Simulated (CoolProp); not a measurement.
Vapour-liquid equilibrium of R125 (1) + R236FA (2) at 201.6 K; x and y are mole fractions of (1).

Computed with CoolProp (multi-fluid Helmholtz-energy mixture model, Lemmon 2005 and Pan 2012; pair parameters Bell 2016).

**Question.** Give the bubble pressure and the first vapour's composition at x = 0.15, 0.65, 0.75. Is there an azeotrope?

**Answer.** x = 0.15: 0.05569 bar, y = 0.773; x = 0.65: 0.1835 bar, y = 0.970; x = 0.75: 0.2087 bar, y = 0.981. No azeotrope shows between x = 0.05 and 0.95.

Pair parameters are fitted to limited data, so mixtures are less certain than the pure fluids.
